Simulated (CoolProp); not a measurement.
Dimethyl carbonate along the isotherm 600 K: fugacity coefficient from the reference equation and from simpler models built on Tc = 557.0 K, pc = 49.09 bar, ω = 0.346; each cubic takes its own stable root.

Values from CoolProp's reference Helmholtz-energy equation of state, Zhou 2011.

```
p (bar)  phase  reference
-------  -----  ---------
2.73       gas     0.9850
5.45       gas     0.9702
8.18       gas     0.9555
10.9       gas     0.9409
13.6       gas     0.9265
16.4       gas     0.9117
19.1       gas     0.8976
21.8       gas     0.8835
24.5       gas     0.8695
```

How far does each simpler model (van der Waals, Redlich-Kwong, Soave-Redlich-Kwong, Peng-Robinson) lie from the reference over these 9 states: mean and median of the absolute difference, and the worst?


- van der Waals: mean 0.6 %, median 0.6 %, worst +0.9 % at 600 K and 24.5 bar
- Redlich-Kwong: mean 0.1 %, median 0.1 %, worst -0.3 % at 600 K and 24.5 bar
- Soave-Redlich-Kwong: mean 0.3 %, median 0.3 %, worst +0.5 % at 600 K and 24.5 bar
- Peng-Robinson: mean 0.7 %, median 0.7 %, worst -1.2 % at 600 K and 24.5 bar
